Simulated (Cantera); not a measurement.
A freely propagating, adiabatic, planar premixed flame of 7.68 % CH₄, 2.61 % C₂H₆, 18.8 % O₂, 70.9 % N₂, equivalence ratio 1.3, unburnt at 300 K and 1.00 atm; mixture-averaged transport, grid criteria slope 0.08 and curve 0.16, no radiation.

Detailed kinetics in Cantera: GRI-Mech 3.0 (53 species, 325 reactions). Burning velocities carry a grid error of a few per cent, more on coarse grids.

x: mole fraction of selected species; z is measured from the peak of heat release.

```json
[
 {"z (mm)": "-1.56", "T (K)": "300", "u (m/s)": "0.287", "x CH₄": "0.0767", "x C₂H₆": "0.0261", "x O₂": "0.188", "x CH₃": "<1e-8", "x CH₂CO": "<1e-8", "x CH₂O": "2.60e-8"},
 {"z (mm)": "-1.04", "T (K)": "303", "u (m/s)": "0.290", "x CH₄": "0.0763", "x C₂H₆": "0.0260", "x O₂": "0.187", "x CH₃": "<1e-8", "x CH₂CO": "4.28e-8", "x CH₂O": "8.66e-7"},
 {"z (mm)": "-0.779", "T (K)": "316", "u (m/s)": "0.305", "x CH₄": "0.0753", "x C₂H₆": "0.0258", "x O₂": "0.185", "x CH₃": "<1e-8", "x CH₂CO": "5.02e-7", "x CH₂O": "8.24e-6"},
 {"z (mm)": "-0.520", "T (K)": "435", "u (m/s)": "0.425", "x CH₄": "0.0700", "x C₂H₆": "0.0247", "x O₂": "0.176", "x CH₃": "1.46e-7", "x CH₂CO": "1.32e-5", "x CH₂O": "0.000148"},
 {"z (mm)": "-0.260", "T (K)": "977", "u (m/s)": "0.981", "x CH₄": "0.0474", "x C₂H₆": "0.0159", "x O₂": "0.127", "x CH₃": "0.000187", "x CH₂CO": "0.000209", "x CH₂O": "0.00126"},
 {"z (mm)": "-0.130", "T (K)": "1406", "u (m/s)": "1.44", "x CH₄": "0.0273", "x C₂H₆": "0.00609", "x O₂": "0.0808", "x CH₃": "0.00168", "x CH₂CO": "0.000511", "x CH₂O": "0.00128"},
 {"z (mm)": "0", "T (K)": "1772", "u (m/s)": "1.83", "x CH₄": "0.00777", "x C₂H₆": "0.000340", "x O₂": "0.0343", "x CH₃": "0.00254", "x CH₂CO": "0.000348", "x CH₂O": "0.000458"},
 {"z (mm)": "0.130", "T (K)": "1932", "u (m/s)": "2.00", "x CH₄": "?", "x C₂H₆": "?", "x O₂": "?", "x CH₃": "?", "x CH₂CO": "?", "x CH₂O": "?"},
 {"z (mm)": "0.260", "T (K)": "1973", "u (m/s)": "2.04", "x CH₄": "7.80e-5", "x C₂H₆": "2.06e-8", "x O₂": "0.00300", "x CH₃": "8.10e-5", "x CH₂CO": "3.47e-6", "x CH₂O": "1.23e-5"},
 {"z (mm)": "0.520", "T (K)": "1994", "u (m/s)": "2.05", "x CH₄": "9.82e-7", "x C₂H₆": "<1e-8", "x O₂": "0.000695", "x CH₃": "1.27e-6", "x CH₂CO": "8.64e-8", "x CH₂O": "2.12e-7"},
 {"z (mm)": "1.04", "T (K)": "2014", "u (m/s)": "2.07", "x CH₄": "<1e-8", "x C₂H₆": "<1e-8", "x O₂": "0.000365", "x CH₃": "<1e-8", "x CH₂CO": "<1e-8", "x CH₂O": "<1e-8"},
 {"z (mm)": "2.08", "T (K)": "2034", "u (m/s)": "2.09", "x CH₄": "<1e-8", "x C₂H₆": "<1e-8", "x O₂": "0.000196", "x CH₃": "<1e-8", "x CH₂CO": "<1e-8", "x CH₂O": "<1e-8"},
 {"z (mm)": "4.16", "T (K)": "2052", "u (m/s)": "2.10", "x CH₄": "<1e-8", "x C₂H₆": "<1e-8", "x O₂": "?", "x CH₃": "<1e-8", "x CH₂CO": "<1e-8", "x CH₂O": "<1e-8"}
]
```

Task: What belongs in the gaps?

Result: 
- 0.130, x CH₄: 0.000906
- 0.130, x C₂H₆: 2.58e-6
- 0.130, x O₂: 0.0102
- 0.130, x CH₃: 0.000660
- 0.130, x CH₂CO: 4.16e-5
- 0.130, x CH₂O: 9.68e-5
- 4.16, x O₂: 8.05e-5
